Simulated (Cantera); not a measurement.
## Ignition delay

Mixture: CH4 : O2 : N2 : H2O = 1 : 2.08 : 7.08 : 1.4 (molar parts), equivalence ratio 0.96, at 10.0 bar, adiabatic and at constant volume. Ignition delay is the time to a rise of 400 K.

Detailed kinetics in Cantera: GRI-Mech 3.0 (53 species, 325 reactions).

```tsv
T0 (K)	delay (ms)
1250	2.44
1350	0.844
1450	0.315
1550	0.123
1650	0.0506
1750	0.0223
```

The apparent activation energy between 1550 and 1750 K is 190 kJ/mol.
